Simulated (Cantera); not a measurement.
An isothermal, constant-pressure homogeneous reactor starts with NO : N2 = 1 : 2.1 (molar parts), at 2050 K and 0.207 atm. Integrator tolerance rtol = 1e-08.

Detailed kinetics in Cantera: GRI-Mech 3.0 (53 species, 325 reactions).

### Question
What does this change do: temperature 2050 to 1850 K?

### Answer
```tsv
quantity	before	after
x(NO) at 2.00 s	0.113 (gas-phase equilibrium 0.00782)	0.286 (gas-phase equilibrium 0.00441)
x(O) at 2.00 s	0.000701 (gas-phase equilibrium 0.000846)	6.43e-5 (gas-phase equilibrium 0.000169)
x(N2O) at 2.00 s	5.16e-6 (gas-phase equilibrium 2.07e-7)	3.31e-5 (gas-phase equilibrium 1.19e-7)
x(N2) at 2.00 s	0.782 (gas-phase equilibrium 0.834)	0.695 (gas-phase equilibrium 0.836)
x(O2) at 2.00 s	0.104 (gas-phase equilibrium 0.157)	0.0179 (gas-phase equilibrium 0.159)
x(NO2) at 2.00 s	5.80e-5 (gas-phase equilibrium 4.92e-6)	9.22e-5 (gas-phase equilibrium 3.98e-6)
```
